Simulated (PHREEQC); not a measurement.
Consider water at 75 °C with 0.11 mol NaH2PO4, 0.071 mol NaOH and 0.0073 mol ZnSO4 per kg of water. Closed to the air; pH follows from the charge balance.

Model: ion-association model, wateq4f.dat, run in PHREEQC.

This is a speciation only: nothing precipitates in the calculation.

Order these S species by the share of S that they hold, largest first: SO4-2, Zn(SO4)2-2, ZnSO4, NaSO4-.

SO4-2 (72 %), NaSO4- (19 %), ZnSO4 (8.6 %), Zn(SO4)2-2 (0.50 %)

The pH is 6.85 and the ionic strength 0.264 mol/kgw. Examples of supersaturated solids here: Zincite(c) (slow to form). Others may be too. Species that the database lacks are ignored. H3PO4, which wateq4f.dat lacks, is added to it with the constant of phreeqc.dat. Constants without temperature data keep their 25 °C values here. The database has no phosphate complexes of Zn.
